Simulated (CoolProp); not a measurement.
Carbon dioxide at 293.15 K and 0.577 MPa flows at 5.6 m/s in a round tube of 20 mm bore and 15 µm roughness, fully developed (64/Re and Nu = 3.66 if laminar; Colebrook and Gnielinski if turbulent). Each further row changes one setting.

Values from CoolProp's reference Helmholtz-energy equation of state, Span 1996.

| case | Reynolds number | Darcy friction factor | pressure drop (Pa/m) | heat-transfer coefficient (W/(m² K)) | mass flow (kg/h) |
|---|---|---|---|---|---|
| as stated | 81800 | 0.0218 | 184 | 159 | (withheld) |
| velocity 11.2 m/s | 164000 | 0.0203 | (withheld) | 297 | 136 |
| diameter 40 mm | 164000 | 0.0186 | (withheld) | 135 | 272 |

Problem. What belongs in the gaps?

Solution. 
- as stated, mass flow (kg/h): 68.1
- velocity 11.2 m/s, pressure drop (Pa/m): 685
- diameter 40 mm, pressure drop (Pa/m): 78.2

Viscosity comes from a separate model (Laesecke 2017). Thermal conductivity comes from a separate model (Huber 2016).
